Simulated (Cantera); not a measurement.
Cantera run:

```python
import numpy as np
import cantera as ct

gas_names = """
    CL CL2 H HCL H2 Si SiCL SiCL2 SiCL3 SiCL4 SiH SiHCL3 SiH2 SiH2CL2 SiH3 SiH3CL SiH4 Si2 Si3
""".split()
cond_names = """
    Si(cr) Si(L)
""".split()


# ... load() reads the species with a 1 bar reference pressure and builds the phases ...
atoms = {
    'SiHCl3': {'Si': 1, 'H': 1, 'CL': 3},
    'Cl2': {'CL': 2},
    'H2': {'H': 2},
}
top_T = {}  # K; cautious upper limits of use, not melting points


# ... equilibrate(T, P, feed) seeds the gas with the atoms and calls Mixture.equilibrate('TP', solver="vcs", rtol=1e-11, max_steps=5000) ...
results = []
feed = {'SiHCl3': 1, 'Cl2': 0.41, 'H2': 17}  # mol
P = 39000  # Pa
for T in [850, 925, 1000, 1075, 1150, 1225, 1300, 1375, 1450, 1525, 1600, 1675, 1750]:
    mix = equilibrate(T, P, feed)
    results.append((T, P, feed, dict(zip(mix.species_names, mix.species_moles))))

top = {s: max(r[3][s] / sum(r[3][g] for g in gas_names) for r in results) for s in gas_names}
cols = sorted((s for s in top if top[s] > 1e-05), key=lambda s: -top[s])[:6]
seen = [c for c in cond_names if any(r[3].get(c, 0) > 1e-12 for r in results)]
print("log10 of partial pressures in bar; condensed amounts in mol")
print(f"{'T/K':>10s}" + "".join(f"{s[:9]:>10s}" for s in cols + seen))
for T, P, feed, n in results:
    ng = sum(n[g] for g in gas_names)
    print(f"{T:10.4g}" + "".join(f"{np.log10(max(n[s] / ng * P / 1e5, 1e-99)):10.3f}" for s in cols)
          + "".join(f"{n.get(c, 0):10.4g}" for c in seen))
```

Output:

```
log10 of partial pressures in bar; condensed amounts in mol
       T/K        H2       HCL     SiCL2     SiCL4    SiHCL3     SiCL3    Si(cr)     Si(L)
       850    -0.435    -2.742    -5.958    -1.804    -2.277    -4.806         0         0
       925    -0.437    -2.511    -4.958    -1.837    -2.202    -4.197         0         0
      1000    -0.439    -2.330    -4.097    -1.879    -2.140    -3.680         0         0
      1075    -0.442    -2.110    -3.488    -1.915    -2.152    -3.301   0.02814         0
      1150    -0.446    -1.903    -3.018    -1.967    -2.202    -3.012   0.07326         0
      1225    -0.452    -1.734    -2.629    -2.056    -2.280    -2.791     0.117         0
      1300    -0.459    -1.603    -2.320    -2.202    -2.400    -2.648    0.1468         0
      1375    -0.466    -1.509    -2.093    -2.425    -2.577    -2.590    0.1547         0
      1450    -0.472    -1.452    -1.944    -2.731    -2.815    -2.619    0.1454         0
      1525    -0.475    -1.423    -1.856    -3.098    -3.098    -2.713    0.1298         0
      1600    -0.477    -1.411    -1.807    -3.489    -3.396    -2.844    0.1144         0
      1675    -0.478    -1.407    -1.778    -3.875    -3.690    -2.985    0.1005         0
      1750    -0.479    -1.390    -1.779    -4.228    -3.972    -3.128         0    0.1257
```

These are equilibrium values from Cantera (NASA tables, ideal gas, pure condensed phases), not measurements of a reactor. The tables' values for SiCl3, SiCl are old estimates; treat these amounts as uncertain. Gases not in the tables: Si2H6 and higher silanes.
